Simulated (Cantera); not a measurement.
An isothermal, constant-pressure homogeneous reactor starts with NH3 : H2 = 1 : 1.4 (molar parts), at 1500 K and 900 Torr.

Computed with Cantera and the gas-phase N/H chemistry of the illustrative SiF4/NH3 mechanism in the Surface Chemkin manual (1991). Walls and surfaces, which speed up NH3 decomposition in real reactors, are not modelled.

Problem. Predict: x(NH3) at 10.0 s; x(H2) at 10.0 s; x(NH) at 10.0 s; x(N2H2) at 10.0 s; x(H) at 10.0 s; x(N2) at 10.0 s; x(N2H4) at 10.0 s.

Solution. 
```json
{
 "x(NH3) at 10.0 s": "0.377 (gas-phase equilibrium 2.21e-5)",
 "x(H2) at 10.0 s": "0.609 (gas-phase equilibrium 0.853)",
 "x(NH) at 10.0 s": "2.48e-8 (gas-phase equilibrium 1.45e-12)",
 "x(N2H2) at 10.0 s": "2.83e-8 (gas-phase equilibrium <1e-12)",
 "x(H) at 10.0 s": "1.07e-5 (gas-phase equilibrium 1.49e-5)",
 "x(N2) at 10.0 s": "0.0140 (gas-phase equilibrium 0.147)",
 "x(N2H4) at 10.0 s": "2.88e-8 (gas-phase equilibrium <1e-12)"
}
```
